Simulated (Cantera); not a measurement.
Feed: 1 mol HMDSO, 0.48 mol CO₂, 43 mol H₂, 2.6 mol O₂, held at 1175 K and 0.130 bar.

These are equilibrium values from Cantera (NASA tables, ideal gas, pure condensed phases), not measurements of a reactor. Candidate condensed phases: C, C₆H₆, C₇H₈, C₈H₁₈, H₂O, Si, SiC, SiO₂; 123 gas species. The feed counts by its element totals alone. The tables hold silica as quartz up to 1696 K and as liquid above; real silica turns to tridymite and cristobalite and melts near 1996 K. Equilibrium is a limit: real reactors are often held back by kinetics, nucleation or transport.

Base state: H₂ 0.940, CO 0.0572, CH₄ 0.00220, H₂O 0.000242, CO₂ 1.15e-5 (mole fractions); condensed: C(graphite) + SiO₂(β-quartz).

### Question
What changes in the equilibrium state with this change: pressure from 0.130 bar to 0.0190 bar?

### Answer
```json
[
 {"species": "H₂", "before": "0.940", "after": "0.942"},
 {"species": "CO", "before": "0.0572", "after": "0.0573"},
 {"species": "CH₄", "before": "0.00220", "after": "0.000323"},
 {"species": "H₂O", "before": "0.000242", "after": "3.55e-5"},
 {"species": "CO₂", "before": "1.15e-5", "after": "1.69e-6"},
 {"species": "C(graphite), mol", "before": "3.21", "after": "3.30"},
 {"species": "SiO₂(β-quartz), mol", "before": "2.00", "after": "2.00"}
]
```
